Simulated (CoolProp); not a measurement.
Vapour-liquid equilibrium of methanol (1) + water (2) at 89.05 °C; x and y are mole fractions of (1).

The numbers come from the multi-fluid Helmholtz-energy mixture model, de Reuck 1993 and Wagner 2002; pair parameters Bell 2016 in CoolProp.

```csv
x,bubble pressure (bar),y at the bubble point,dew pressure at overall composition x (bar),liquid density (mol/L)
0.05,0.8252,0.211,0.7071,50.87
0.15,1.080,0.450,0.7768,45.98
0.25,1.298,0.586,0.8594,41.74
0.35,1.488,0.676,0.9585,38.06
0.45,1.658,0.744,1.080,34.82
0.55,1.816,0.799,1.233,31.97
0.65,1.965,0.847,1.428,29.45
0.75,2.111,0.892,1.675,27.20
0.85,2.256,0.935,1.975,25.19
0.95,2.402,0.978,2.308,23.39
```

No azeotrope shows between x = 0.05 and 0.95.

The pair parameters rest on a limited set of measurements; away from them the model extrapolates.
